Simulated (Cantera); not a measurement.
Feed: 1 mol C3H6, 0.6 mol O2, 10 mol N2, at 1075 K and 1 atm.

Equilibrium computed with Cantera from the NASA thermochemical tables; the gas is ideal and each condensed phase is pure. Candidate condensed phases: C, C6H6, C7H8, C8H18, H2O; 136 gas species. Equilibrium is a limit: real reactors are often held back by kinetics, nucleation or transport.

Base state: N2 0.708, H2 0.206, CO 0.0810, H2O 0.00214, CH4 0.00194, CO2 0.000903, NH3 2.92e-5 (mole fractions); condensed: C(graphite).

Task: What changes in the equilibrium state with this change: pressure from 1 atm to 78.0 mbar?

Result: 
```csv
species,before,after
N2,0.708,0.705
H2,0.206,0.211
CO,0.0810,0.0842
NH3,2.92e-5,2.32e-6
CH4,0.00194,0.000156
H2O,0.00214,0.000175
CO2,0.000903,7.52e-5
"C(graphite), mol",1.82,1.80
```
